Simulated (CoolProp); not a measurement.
Computed with CoolProp (reference Helmholtz-energy equation of state, Lemmon 2003). It is a pseudo-pure fit of the blend.

For R404A, give the phase and the viscosity (µPa s) at 470.2 K and 2.57 MPa; 267.2 K and 0.011 MPa.


- 470.2 K and 2.57 MPa: gas; viscosity 19.8
- 267.2 K and 0.011 MPa: gas; viscosity 11.0

Viscosity comes from a separate model (Geller 2000).
